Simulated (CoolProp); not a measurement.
A simple Rankine cycle with R113: condensing at 317.15 K, boiler at 0.283 MPa, turbine inlet 395.7 K, turbine efficiency 0.65, pump efficiency 0.6, no recuperator. Each further row changes one setting.

Values from CoolProp's reference Helmholtz-energy equation of state, Marx 1992.

```tsv
case	thermal efficiency (%)	net work (kJ/kg)	heat in (kJ/kg)	turbine exit temperature (K)	volume ratio over the turbine
as stated	[?]	11.9	199	[?]	3.11
turbine inlet 415.7 K	5.9	[?]	214	395.9	3.10
condensing temperature 309.15 K	7.2	14.8	207	371.7	4.09
boiler pressure 0.198 MPa	4.2	8.42	[?]	382.4	2.17
turbine efficiency 0.55	5.1	10.1	199	378.6	3.14
```

Complete the blanks.


- as stated, thermal efficiency (%): 6.0
- as stated, turbine exit temperature (K): 376.1
- turbine inlet 415.7 K, net work (kJ/kg): 12.6
- boiler pressure 0.198 MPa, heat in (kJ/kg): 200
